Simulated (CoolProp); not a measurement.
Vapour-liquid equilibrium of n-perfluoropentane (1) + n-pentane (2) at 114.95 °C; x and y are mole fractions of (1).

Model: multi-fluid Helmholtz-energy mixture model, Gao 2022 and Thol 2019; pair parameters Bell 2016, in CoolProp.

```tsv
x	bubble pressure (MPa)	y at the bubble point	dew pressure at overall composition x (MPa)	liquid density (mol/L)
0.05	…	…	0.8608	6.888
0.2	1.206	0.363	1.010	6.129
0.35	1.297	…	1.190	5.490
0.5	…	0.524	1.326	4.987
0.65	1.325	…	1.312	4.627
0.8	1.260	0.740	1.218	4.390
0.95	1.127	0.922	1.106	4.230
```

### Question
Fill in the missing entries.

### Answer

- 0.05, bubble pressure (MPa): 0.9681
- 0.05, y at the bubble point: 0.161
- 0.35, y at the bubble point: 0.450
- 0.5, bubble pressure (MPa): 1.333
- 0.65, y at the bubble point: 0.615

y crosses x between x = 0.5 and 0.65: the model has an azeotrope there.

Pair parameters are fitted to limited data, so mixtures are less certain than the pure fluids.
